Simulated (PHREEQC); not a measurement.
A solution holds 20 mmol/kgw CsOH and 11 mmol/kgw K3PO4, at 15 °C. Closed to the air; pH follows from the charge balance.

Equilibrium calculation in PHREEQC: ion-association model, wateq4f.dat.

**Question.** The ionic strength comes out as 0.0817 mol/kgw. What activity coefficients do HPO4-2, KHPO4-, K+, OH-, PO4-3 get?

**Answer.** HPO4-2 0.41, KHPO4- 0.80, K+ 0.78, OH- 0.78, PO4-3 0.13.

Precipitation was switched off in this run. Complexes and solids missing from the database can't appear. H3PO4, which wateq4f.dat lacks, is added to it with the constant of phreeqc.dat.
